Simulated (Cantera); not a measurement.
An isothermal, constant-pressure homogeneous reactor starts with CO : O2 : H2O : N2 = 0.0014 : 0.082 : 0.00037 : 1 (molar parts), equivalence ratio 0.0085, at 1098 K and 470000 Pa.

Cantera simulation using GRI-Mech 3.0 (53 species, 325 reactions); the numbers are that mechanism's predictions, not measurements.

x: mole fraction; the columns are a selection and need not sum to one.

```
t (s)         x CO    x O2     x H2O      x OH     x CO2       x H
--------  --------  ------  --------  --------  --------  --------
1.00e-6    0.00129  0.0757  0.000341    <1e-12  3.85e-12    <1e-12
6.69e-6    0.00129  0.0757  0.000341    <1e-12  2.58e-11    <1e-12
4.47e-5    0.00129  0.0757  0.000341    <1e-12  1.73e-10    <1e-12
0.000299   0.00129  0.0757  0.000341  1.85e-11   1.23e-9    <1e-12
0.00200    0.00129  0.0757  0.000341  1.57e-10   1.21e-8  2.14e-12
0.0134     0.00129  0.0757  0.000341   1.48e-9   2.82e-7  2.14e-11
0.0894     0.00126  0.0756  0.000341   2.94e-8         …  4.08e-10
0.598     0.000974  0.0755  0.000341   2.95e-8  0.000318  3.21e-10
4.00             …  0.0752  0.000341   2.78e-8         …  7.33e-11
```

Task: Some entries are withheld; supply them.

Result: 
- 0.0894, x CO2: 3.15e-5
- 4.00, x CO: 0.000212
- 4.00, x CO2: 0.00108
